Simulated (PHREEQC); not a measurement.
Model water analysis in mg/kgw, 20 °C, pH 3.37, pe 9.5:

```
constituent  mg/kgw
-----------  ------
Na             45.3
K              9.88
Ca             75.6
Mg             3.12
Cl             36.2
S(6) as SO4     284
Fe(3)         0.362
```

Valence states are taken as typed.

Model: ion-association model, phreeqc.dat, run in PHREEQC.

This is a speciation only: nothing precipitates in the calculation.

Problem. What ionic strength, charge-balance error does the model give?

Solution. ionic strength 0.0103 mol/kgw; charge-balance error -1.1 %.

Problem. In which forms is Mg present?

Solution. Mg+2 81 %, MgSO4 19 % of the Mg.

Saturation is exceeded, for instance for Hematite (slow to form), Goethite (slow to form); the values hold only as long as no solid forms.
